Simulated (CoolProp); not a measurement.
Saturation properties of tetrahydrofuran (Tc = 267.0 °C, pc = 5.304 MPa, ω = 0.234).

Model: reference Helmholtz-energy equation of state, Fiedler 2023, in CoolProp.

```
T (°C)  p (MPa)  vapour density (kg/m³)  enthalpy of vaporisation (kJ/kg)  liquid cp (kJ/(kg K))
------  -------  ----------------------  --------------------------------  ---------------------
128.95   0.5441                   12.99                             364.0                  2.171
140.45   0.6954                   16.48                             352.8                  2.231
151.95   0.8760                   20.70                             340.9                      …
163.35    1.088                   25.72                             328.2                  2.362
174.85    1.337                   31.81                             314.4                      …
186.35        …                   39.15                             299.3                  2.524
197.85    1.961                   48.07                             282.7                  2.626
209.35    2.345                   59.05                             264.2                  2.754
220.75    2.780                   72.73                             243.1                  2.926
232.25    3.280                   90.73                                 …                  3.195
243.75    3.852                   115.8                             186.3                  3.704
255.25    4.510                   156.1                             141.7                  5.218
```

Task: What belongs in the gaps?

Result: 
- 151.95, liquid cp (kJ/(kg K)): 2.294
- 174.85, liquid cp (kJ/(kg K)): 2.438
- 186.35, p (MPa): 1.627
- 232.25, enthalpy of vaporisation (kJ/kg): 217.9

It boils at 65.9 °C under 1 atm.
